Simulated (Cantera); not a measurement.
An isothermal, constant-pressure homogeneous reactor starts with 22.6 % N2O, 0.542 % H2, 76.9 % N2, at 1325 K and 100.0 Torr.

Model: GRI-Mech 3.0 (53 species, 325 reactions), integrated in Cantera. GRI-Mech 3.0 was tuned for natural gas; its chemistry of N2O as a main component is partial and can be far from experiment. The mechanism lacks the step 2 NO + O2 → 2 NO2, which can matter for NO2 below about 1400 K. The temperature is held fixed by assumption; the heat of reaction is taken as removed at once.

x: mole fraction; the columns are a selection and need not sum to one.

```
t (s)       x N2O      x H2      x NO      x O2     x OH    x H2O
--------  -------  --------  --------  --------  -------  -------
3.00e-5     0.226   0.00542   7.94e-8   1.96e-7  2.62e-7        ?
0.000157    0.226   0.00542   1.57e-6   3.38e-6  4.98e-6        ?
0.000825    0.226   0.00514   2.08e-5   2.86e-5  3.18e-5        ?
0.00433     0.222   0.00248  0.000162  0.000222  6.18e-5        ?
0.0227      0.217  0.000126  0.000591   0.00145  2.88e-5  0.00527
0.119       0.201   1.47e-7   0.00264   0.00755  2.53e-5  0.00536
0.624       0.136   1.36e-7    0.0109    0.0325  2.66e-5  0.00521
3.27       0.0220   1.48e-7    0.0247    0.0771  2.26e-5  0.00493
17.2      5.77e-5   7.33e-9    0.0264    0.0861  4.52e-6  0.00488
90.0      1.88e-7   6.16e-9    0.0263    0.0861  4.10e-6  0.00488
```

Task: Fill in the missing entries.

Result: 
- 3.00e-5, x H2O: 5.20e-8
- 0.000157, x H2O: 5.96e-6
- 0.000825, x H2O: 0.000262
- 0.00433, x H2O: 0.00290
